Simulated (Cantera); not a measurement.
Charge: 1 mol borazine, 0.085 mol O2, equilibrated at 800 °C and 0.100 bar.

Method: chemical equilibrium by Gibbs-energy minimisation in Cantera with the NASA 1993 tables (ideal gas, pure condensed phases). Candidate condensed phases: B, BN, B2O3, B3O3H3, H2O; 39 gas species. The feed counts by its element totals alone. Mutual solubility and eutectic melting of coexisting phases are not modelled. Gases not in the tables: H3BO3. Rates play no part.

Base state: H2 0.981, N2 0.0182, H2O 0.00113, HBO2 1.15e-5 (mole fractions); condensed: BN(s) + B2O3(l).

### Question
What changes in the equilibrium state with this change: borazine replaced by BCl3?

### Answer
```json
[
 {"species": "BCl3", "before": "0", "after": "0.785"},
 {"species": "Cl2", "before": "0", "after": "0.160"},
 {"species": "B3O3Cl3", "before": "0", "after": "0.0536"},
 {"species": "H2", "before": "0.981", "after": "0"},
 {"species": "N2", "before": "0.0182", "after": "0"},
 {"species": "Cl", "before": "0", "after": "0.00136"},
 {"species": "H2O", "before": "0.00113", "after": "0"},
 {"species": "HBO2", "before": "1.15e-5", "after": "0"},
 {"species": "BN(s), mol", "before": "2.89", "after": "0"},
 {"species": "B2O3(l), mol", "before": "0.0555", "after": "0"}
]
```
